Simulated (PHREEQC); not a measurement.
Make-up at 25 °C: 0.0084 mol/kgw NaCl, 0.0013 mol/kgw Na2SO4 and 0.00024 mol/kgw NaH2PO4. Closed to the air; pH follows from the charge balance.

Model: ion-association model, phreeqc.dat, run in PHREEQC.

The pH comes out as 5.39 and the ionic strength comes out as 0.0125 mol/kgw. The specific conductance comes out as 1290 µS/cm.

```json
[
 {"species": "Na+", "molality": "0.0112", "activity": "0.0100", "log γ": "-0.048"},
 {"species": "Cl-", "molality": "0.00840", "activity": "0.00749", "log γ": "-0.050"},
 {"species": "SO4-2", "molality": "0.00126", "activity": "0.000805", "log γ": "-0.193"},
 {"species": "H2PO4-", "molality": "0.000235", "activity": "0.000210", "log γ": "-0.048"},
 {"species": "NaSO4-", "molality": "4.50e-5", "activity": "4.04e-5", "log γ": "-0.048"},
 {"species": "HPO4-2", "molality": "4.95e-6", "activity": "3.18e-6", "log γ": "-0.192"},
 {"species": "H+", "molality": "4.54e-6", "activity": "4.11e-6", "log γ": "-0.043"}
]
```

Precipitation was switched off in this run.
